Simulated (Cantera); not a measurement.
c-C4F8 + Si + H2 (fluorocarbon and chlorocarbon gases)

Input: 1 mol c-C4F8, a varied amount of Si, 0.34 mol H2, held at 2500 °C and 79.0 mbar.

Cantera equilibrium calculation (NASA polynomials, part measured and part estimated; ideal gas, pure solids and liquids). Candidate condensed phases: C, C6H6, C7H8, C8H18, Si, SiC; 113 gas species. The feed counts by its element totals alone. The tables' values for SiF3, SiF2 are old estimates; treat these amounts as uncertain. Gases not in the tables: C2F6 and larger saturated fluorocarbons. Equilibrium is a limit: real reactors are often held back by kinetics, nucleation or transport.

```
n(Si) (mol)    x F  x CF2   x HF   x SiF4    x CF  n C(graphite)
-----------  -----  -----  -----  -------  ------  -------------
0.0083       0.473  0.357  0.119  0.00142  0.0328           1.68
0.012        0.473  0.357  0.119  0.00206  0.0328           1.68
0.018        0.473  0.356  0.119  0.00309  0.0327           1.69
0.026        0.472  0.355  0.120  0.00448  0.0327           1.70
0.038        0.471  0.354  0.120  0.00657  0.0326           1.72
0.055        0.470  0.352  0.121  0.00955  0.0325           1.74
0.081        0.468  0.349  0.121   0.0142  0.0324           1.78
0.12         0.464  0.344  0.123   0.0212  0.0322           1.83
0.17         0.460  0.338  0.125   0.0305  0.0319           1.90
0.25         0.453  0.327  0.127   0.0459  0.0314           2.01
0.37         0.442  0.311  0.132   0.0703  0.0306           2.17
0.54         0.423  0.286  0.139    0.108  0.0293           2.41
```
x: gas mole fraction; n: condensed amount in mol.

From 0.0083 mol Si to 0.54 mol Si the condensed part is C(graphite). The main Si-bearing gas is SiF4 throughout.
